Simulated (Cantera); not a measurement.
A closed system holds: 1 mol MgF₂, a varied amount of H₂, 4 mol H₂O, held at 1475 K and 13300 Pa.

Cantera equilibrium calculation (NASA polynomials, part measured and part estimated; ideal gas, pure solids and liquids). Candidate condensed phases: H₂O, Mg, MgF₂, MgO, Mg(OH)₂; 31 gas species. The numbers say what is thermodynamically allowed, not how fast it happens.

x: gas mole fraction; n: condensed amount in mol.

```tsv
n(H₂) (mol)	x H₂	x H₂O	x HF	x MgF₂	x H	x OH	n MgO(s)
0.54	0.0975	0.542	0.361	0.000150	?	1.61e-6	0.999
1	0.167	0.500	0.333	0.000138	?	1.14e-6	0.999
1.9	0.275	0.435	0.290	0.000120	?	7.71e-7	0.999
3.7	0.425	0.345	0.230	9.53e-5	?	4.92e-7	0.999
7	0.583	0.250	0.167	6.91e-5	?	3.05e-7	0.999
13	0.722	0.167	0.111	4.61e-5	3.02e-5	1.83e-7	0.999
25	0.833	0.100	0.0666	2.76e-5	3.24e-5	1.02e-7	0.999
48	0.906	0.0566	0.0377	1.56e-5	3.38e-5	5.54e-8	0.999
```

Question: Fill in the missing entries.

Answer: 
- 0.54, x H: 1.11e-5
- 1, x H: 1.45e-5
- 1.9, x H: 1.86e-5
- 3.7, x H: 2.32e-5
- 7, x H: 2.71e-5
